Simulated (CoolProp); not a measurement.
Model: reference Helmholtz-energy equation of state, Setzmann 1991, in CoolProp.

### Question
For methane, give the phase and the Joule-Thomson coefficient (K/MPa), expansivity (1/kK), viscosity (µPa s), conductivity (mW/(m K)) at -60.45 °C and 11.5 MPa.

### Answer
- -60.45 °C and 11.5 MPa: supercritical; Joule-Thomson coefficient 1.48, expansivity 13.9, viscosity 25.1, conductivity 75.8

Viscosity comes from a separate model (Quiñones-Cisneros 2006). Thermal conductivity comes from a separate model (Friend 1989).
